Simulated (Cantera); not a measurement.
Input: 1 mol Si, 6.5 mol HCl, 0.73 mol H₂, equilibrated at 725 K and 0.0133 bar.

Cantera equilibrium calculation (NASA polynomials, part measured and part estimated; ideal gas, pure solids and liquids). Candidate condensed phases: Si; 19 gas species. Equilibrium is a limit: real reactors are often held back by kinetics, nucleation or transport.

Base state: H₂ 0.438, HCl 0.401, SiCl₄ 0.160, SiHCl₃ 5.40e-5 (mole fractions); condensed: gas only.

What changes in the equilibrium state with this change: 0.27 mol HF added?


```csv
species,before,after
HCl,0.401,0.426
H₂,0.438,0.420
SiCl₄,0.160,0.143
SiF₄,0,0.0104
HF,0,1.49e-5
SiHCl₃,5.40e-5,4.36e-5
```

What changes in the equilibrium state with this change: HCl from 6.5 to 3.4 mol?


| species | before | after |
|---|---|---|
| H₂ | 0.438 | 0.728 |
| SiCl₄ | 0.160 | 0.234 |
| SiHCl₃ | 5.40e-5 | 0.0358 |
| HCl | 0.401 | 0.00147 |
| SiH₂Cl₂ | 1.27e-9 | 0.000381 |
| SiCl₃ | 9.21e-8 | 4.73e-5 |
| Si(s), mol | 0 | 0.121 |
The tables' values for SiCl₃ are old estimates; treat these amounts as uncertain.
